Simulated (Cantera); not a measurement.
A closed system holds: 1 mol HgO, 0.046 mol H2, 7.9 mol N2, 0.077 mol O2, at 1048 K and 1 atm.

These are equilibrium values from Cantera (NASA tables, ideal gas, pure condensed phases), not measurements of a reactor. Candidate condensed phases: H2O, Hg, HgO; 25 gas species. Rates play no part.

Base state: N2 0.832, Hg 0.105, O2 0.0583, H2O 0.00484, NO 2.80e-5 (mole fractions); condensed: gas only.

### Question
What changes in the equilibrium state with this change: HgO replaced by Fe(CO)5?

### Answer
```json
[
 {"species": "N2", "before": "0.832", "after": "0.620"},
 {"species": "CO", "before": "0", "after": "0.349"},
 {"species": "CO2", "before": "0", "after": "0.0274"},
 {"species": "Hg", "before": "0.105", "after": "0"},
 {"species": "O2", "before": "0.0583", "after": "<1e-9"},
 {"species": "H2", "before": "<1e-9", "after": "0.00338"},
 {"species": "NO", "before": "2.80e-5", "after": "<1e-9"},
 {"species": "H2O", "before": "0.00484", "after": "0.000224"},
 {"species": "C(graphite), mol", "before": "0", "after": "0.198"},
 {"species": "Fe(α), mol", "before": "0", "after": "1.00"}
]
```
Condensed phases not in the tables: cementite and carbon dissolved in iron. Further candidate phases: C, C6H6, C7H8, C8H18, Fe, Fe(CO)5, FeO, Fe(OH)2, Fe(OH)3, Fe2O3, Fe3O4.
